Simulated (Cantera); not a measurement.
Cantera run, input and output.

```python
import numpy as np
import cantera as ct

gas = ct.Solution("h2o2.yaml")


def delay(T, t_max=10):
    gas.TPX = T, 3300000, {'H2': 1, 'O2': 0.385, 'N2': 1.45, 'H2O': 0.15}
    reactor = ct.IdealGasConstPressureReactor(gas, clone=False)
    net = ct.ReactorNet([reactor])
    net.rtol, net.atol = 1e-8, 1e-16
    while net.time < t_max:
        t_old, T_old = net.time, reactor.T
        net.step()
        if reactor.T > T + 400:  # ignition: a rise of 400 K
            return t_old + (T + 400 - T_old) / (reactor.T - T_old) * (net.time - t_old)
    return np.nan


taus = []
for T in [1123, 1223, 1323, 1423, 1523, 1623, 1723, 1823, 1923, 2023]:
    taus.append(delay(T))
    print(f"T0 = {T:6g} K   tau = {taus[-1]:.4e} s")
```

It prints:

```
T0 =   1123 K   tau = 4.1098e-04 s
T0 =   1223 K   tau = 8.3522e-05 s
T0 =   1323 K   tau = 1.9545e-05 s
T0 =   1423 K   tau = 4.6782e-06 s
T0 =   1523 K   tau = 1.1830e-06 s
T0 =   1623 K   tau = 4.8987e-07 s
T0 =   1723 K   tau = 2.9638e-07 s
T0 =   1823 K   tau = 2.1055e-07 s
T0 =   1923 K   tau = 1.6271e-07 s
T0 =   2023 K   tau = 1.3272e-07 s
```

Detailed kinetics in Cantera: the H2/O2 subset of GRI-Mech 3.0, which has no nitrogen chemistry. The hydrogen kinetics of GRI-Mech 3.0 are dated; newer H2 mechanisms differ, most at raised pressure. The pressure lies above the range GRI-Mech 3.0 was tuned for (to about 10 atm). Where the delays flatten at high temperature, the 400 K rule measures the pace of heat release, not the induction time.
